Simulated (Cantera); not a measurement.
Charge: 1 mol C3H8, a varied amount of H2O, held at 877 °C and 0.133 bar.

These are equilibrium values from Cantera (NASA tables, ideal gas, pure condensed phases), not measurements of a reactor. Candidate condensed phases: C, C6H6, C7H8, C8H18, H2O; 110 gas species. Rates play no part.

x: gas mole fraction; n: condensed amount in mol.

```tsv
n(H2O) (mol)	x H2	x CO	x H2O	x CO2	x CH4	x H	n C(graphite)
0.36	0.921	0.0760	0.000438	3.04e-5	0.00265	1.96e-7	2.63
0.9	0.842	?	?	?	?	1.88e-7	?
1.4	0.792	0.205	0.00102	0.000221	0.00196	1.82e-7	1.60
2	0.748	0.249	0.00116	0.000326	0.00174	1.77e-7	0.998
2.5	0.720	0.277	0.00125	0.000402	0.00162	1.73e-7	0.500
3.1	0.695	0.294	0.00750	0.00267	0.000257	1.70e-7	0
3.6	0.675	0.269	0.0424	0.0142	3.79e-5	1.68e-7	0
4.2	0.651	0.242	0.0816	0.0256	1.59e-5	1.65e-7	0
4.7	0.632	0.223	?	?	?	1.62e-7	0
5.2	0.614	0.206	0.141	0.0397	6.61e-6	1.60e-7	0
```

Task: Complete the blanks.

Result: 
- 4.7, x H2O: 0.112
- 4.7, x CO2: 0.0333
- 4.7, x CH4: 9.79e-6
- 0.9, x CO: 0.155
- 0.9, x H2O: 0.000814
- 0.9, x CO2: 0.000126
- 0.9, x CH4: 0.00221
- 0.9, n C(graphite): 2.09
